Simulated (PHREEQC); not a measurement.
Make-up at 25 °C: 0.0051 mol/kgw CuCl2, 0.0037 mol/kgw HNO3 and 6.9e-05 mol/kgw KCl. Closed to the air; pH follows from the charge balance.

The numbers come from PHREEQC with the ion-association model, phreeqc.dat.

```tsv
quantity	before	after
pH	2.48	2.49
ionic strength (mol/kgw)	0.0189	0.0176
CuCl+ (mol/kgw)	8.27e-5	0.000738
CuCl2 (mol/kgw)	3.42e-7	4.78e-6
CuOH+ (mol/kgw)	1.05e-8	8.89e-9
Cu2(OH)2+2 (mol/kgw)	6.29e-11	6.63e-9
```

Question: Which change was made?
(A) CuCl2 from 0.0051 to 0.051 mol/kgw
(B) temperature from 25 to 85 °C
(C) KCl from 6.9e-05 to 0.000345 mol/kgw
(D) temperature from 25 to 10 °C
(E) KCl left out

Answer: B, temperature from 25 to 85 °C

This is a speciation only: nothing precipitates in the calculation. At this temperature some constants are extrapolated from 25 °C, and those without enthalpy data are left unchanged.
